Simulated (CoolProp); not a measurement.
Values from CoolProp's reference Helmholtz-energy equation of state, Schroeder 2014.

Q: Give the vapour pressure (MPa), liquid cp (kJ/(kg K)), liquid viscosity (µPa s) of saturated ethanol at 142.55 °C.

A: 
```
T (°C)  p (MPa)  liquid cp (kJ/(kg K))  liquid viscosity (µPa s)
------  -------  ---------------------  ------------------------
142.55    0.810                   3.73                       187
```

Viscosity comes from a separate model (Kiselev 2005).
